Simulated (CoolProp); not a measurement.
Saturation properties of methane.

The numbers come from the reference Helmholtz-energy equation of state, Setzmann 1991 in CoolProp.

```tsv
T (K)	p (MPa)	liquid density (kg/m³)	vapour Z	liquid conductivity (mW/(m K))
149.5	1.017	358.9	0.8221	130
153.6	1.220	350.5	0.7982	124
157.6	1.444	341.8	0.7727	118
161.6	1.697	332.5	0.7451	113
165.6	1.980	322.5	0.7149	107
169.6	2.295	311.7	0.6816	101
173.6	2.645	299.5	0.6445	95.3
177.7	3.043	285.3	0.6012	89.1
181.7	3.473	268.7	0.5514	83.0
```

It boils at 111.7 K under 1 atm.

Thermal conductivity comes from a separate model (Friend 1989).
